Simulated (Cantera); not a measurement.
Equilibrium for silicon carbide growth: SiCl₄ + H₂ + C₃H₈

Feed: 1 mol SiCl₄, 67 mol H₂, 0.27 mol C₃H₈, held at 9400 Pa.

Equilibrium computed with Cantera from the NASA thermochemical tables; the gas is ideal and each condensed phase is pure. Candidate condensed phases: C, C₆H₆, C₇H₈, C₈H₁₈, Si, SiC; 109 gas species. The tables' values for SiCl, SiCl₃ are old estimates; treat these amounts as uncertain. Gases not in the tables: Si₂H₆ and higher silanes. Kinetics and transport are ignored.

From 998 K to 2398 K the condensed part is SiC(s). The main Si-bearing gas is SiCl₄ at 998 K and Si at 2398 K.

| T (K) | x H₂ | x HCl | x H | x Si | x SiCl₄ | x C₂H₂ (acetylene) | x SiCl₂ | n SiC(s) |
|---|---|---|---|---|---|---|---|---|
| 998 | 0.953 | 0.0415 | 6.85e-9 | <1e-12 | 0.00351 | 2.89e-11 | 7.00e-6 | 0.713 |
| 1198 | 0.949 | 0.0485 | 6.04e-7 | 1.54e-12 | 0.00114 | 2.06e-11 | 0.000657 | 0.809 |
| 1398 | 0.946 | 0.0512 | 1.50e-5 | 2.39e-9 | 6.69e-5 | 6.32e-10 | 0.00235 | 0.810 |
| 1598 | 0.946 | 0.0516 | 0.000169 | 2.71e-7 | 3.29e-6 | 3.74e-8 | 0.00264 | 0.810 |
| 1798 | 0.945 | 0.0516 | 0.00112 | 9.97e-6 | 2.95e-7 | 1.01e-6 | 0.00266 | 0.809 |
| 1998 | 0.940 | 0.0518 | 0.00507 | 0.000160 | 4.00e-8 | 1.68e-5 | 0.00242 | 0.807 |
| 2198 | 0.926 | 0.0522 | 0.0175 | 0.00113 | 6.01e-9 | 0.000312 | 0.00166 | 0.758 |
| 2398 | 0.887 | 0.0502 | 0.0484 | 0.00605 | 1.17e-9 | 0.00302 | 0.00121 | 0.237 |
x: gas mole fraction; n: condensed amount in mol.
